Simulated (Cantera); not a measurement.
Feed: 1 mol PbO, 34 mol H2, 0.18 mol H2O, held at 1073 K and 42.0 Pa.

Cantera equilibrium calculation (NASA polynomials, part measured and part estimated; ideal gas, pure solids and liquids). Candidate condensed phases: H2O, Pb, PbO, PbO2, Pb3O4; 12 gas species. The numbers say what is thermodynamically allowed, not how fast it happens.

Base state: H2 0.938, H2O 0.0335, Pb 0.0284 (mole fractions); condensed: gas only.

Task: What changes in the equilibrium state with this change: pressure from 42.0 Pa to 2.40 bar?

Result: 
```
species     before    after
----------  ------  -------
H2           0.938    0.965
H2O         0.0335   0.0345
Pb          0.0284  3.05e-5
Pb(l), mol       0    0.999
```
